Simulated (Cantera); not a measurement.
Input (Python, Cantera) and output of one run.

```python
import numpy as np
import cantera as ct

gas_names = """
    N2 H2 NH3
""".split()
cond_names = """
    Cr(cr) Cr(L) Cr2N(s)
""".split()


# ... load() reads the species with a 1 bar reference pressure and builds the phases ...
species = {s.name: s for s in load("nasa_gas.yaml", gas_names) + load("nasa_condensed.yaml", cond_names)}
# Each term lists the table entries of one substance; the one whose range holds T is used.
reactions = {
    '4 Cr + N2(g) = 2 Cr2N':
        [(-4, ['Cr(cr)', 'Cr(L)']), (-1, ['N2']), (2, ['Cr2N(s)'])],
    '3 H2(g) + N2(g) = 2 NH3(g)':
        [(-3, ['H2']), (-1, ['N2']), (2, ['NH3'])],
}


def pick(names, T):
    return next(species[n] for n in names if species[n].thermo.min_temp <= T <= species[n].thermo.max_temp)


results = []
for label, terms in reactions.items():
    print(label)
    print("     T/K   dH/kJ  dS/(J/K)   dG/kJ   log10 K")
    for T in [1150, 1225, 1300, 1375, 1450, 1525, 1600, 1675]:
        used = [(nu, pick(names, T)) for nu, names in terms]
        dH = sum(nu * s.thermo.h(T) for nu, s in used) / 1e6
        dS = sum(nu * s.thermo.s(T) for nu, s in used) / 1e3
        dG = dH - T * dS / 1e3
        logK = -dG * 1e6 / (ct.gas_constant * T * np.log(10))
        results.append((label, T, dH, dS, dG, logK, [s.name for _, s in used]))
        print(f"{T:8g} {dH:8.1f} {dS:8.1f} {dG:8.1f} {logK:8.2f}")
```

Output:

```
4 Cr + N2(g) = 2 Cr2N
     T/K   dH/kJ  dS/(J/K)   dG/kJ   log10 K
    1150   -235.2   -132.4    -82.9     3.77
    1225   -233.8   -131.3    -73.1     3.12
    1300   -232.6   -130.3    -63.2     2.54
    1375   -231.6   -129.5    -53.5     2.03
    1450   -230.7   -128.9    -43.8     1.58
    1525   -230.0   -128.4    -34.2     1.17
    1600   -229.5   -128.1    -24.6     0.80
    1675   -229.1   -127.9    -15.0     0.47
3 H2(g) + N2(g) = 2 NH3(g)
     T/K   dH/kJ  dS/(J/K)   dG/kJ   log10 K
    1150   -111.6   -235.4    159.1    -7.23
    1225   -112.0   -235.8    176.8    -7.54
    1300   -112.4   -236.0    194.4    -7.81
    1375   -112.6   -236.2    212.2    -8.06
    1450   -112.7   -236.3    229.9    -8.28
    1525   -112.8   -236.3    247.6    -8.48
    1600   -112.7   -236.3    265.3    -8.66
    1675   -112.6   -236.2    283.0    -8.83
```

Source: NASA polynomial tables (part measured, part estimated), evaluated in Cantera. Condensed species are held in their standard states even where they would react or evaporate.
